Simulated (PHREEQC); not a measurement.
Consider water at 25 °C with 0.8 mmol/kgw MnSO4, 24 mmol/kgw MgSO4, 0.074 mmol/kgw H2SO4 and 1.9 mmol/kgw NaCl. Closed to the air; pH follows from the charge balance.

Computed with PHREEQC (ion-association model, wateq4f.dat).

Precipitation was switched off in this run.

Problem. Estimate the pH.

Solution. pH 4.12.

Problem. In which forms is Mg present?

Solution. Mg+2 59 %, MgSO4 41 % of the Mg.

Species that the database lacks are ignored.
